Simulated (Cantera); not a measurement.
A closed system holds: 1 mol Al2O3, 0.049 mol C, 4.3 mol N2, held at 2573 K.

These are equilibrium values from Cantera (NASA tables, ideal gas, pure condensed phases), not measurements of a reactor. Candidate condensed phases: Al, AlN, Al2O3, C; 32 gas species. The numbers say what is thermodynamically allowed, not how fast it happens.

Q: What share of the Al ends up in condensed phases as a function of P (Pa), at 1, 7.20, 52, 370, 2700, 19000, 140000, 1000000?

A: 
```tsv
P (Pa)	Al condensed (%)	as
1	0.0	-
7.20	0.0	-
52	86.4	Al2O3(l)
370	96.9	Al2O3(l)
2700	98.0	Al2O3(l)
19000	98.0	Al2O3(l)
140000	97.9	Al2O3(l)
1000000	97.8	Al2O3(l)
```
